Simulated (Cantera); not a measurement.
Input: 1 mol CuO, 350 mol H2, 53 mol N2, held at 650 °C and 0.413 Torr.

These are equilibrium values from Cantera (NASA tables, ideal gas, pure condensed phases), not measurements of a reactor. Candidate condensed phases: Cu, CuO, Cu(OH)2, Cu2O, H2O; 27 gas species. Kinetics and transport are ignored.

Base state: H2 0.866, N2 0.132, H2O 0.00248 (mole fractions); condensed: Cu(s).

**Question.** What changes in the equilibrium state with this change: temperature from 650 °C to 1127 °C?

**Answer.** 
```csv
species,before,after
H2,0.866,0.864
N2,0.132,0.131
H2O,0.00248,0.00248
Cu,1.00e-9,0.00245
H,9.75e-9,0.000193
"Cu(s), mol",1.00,0
"Cu(l), mol",0,0.00877
```
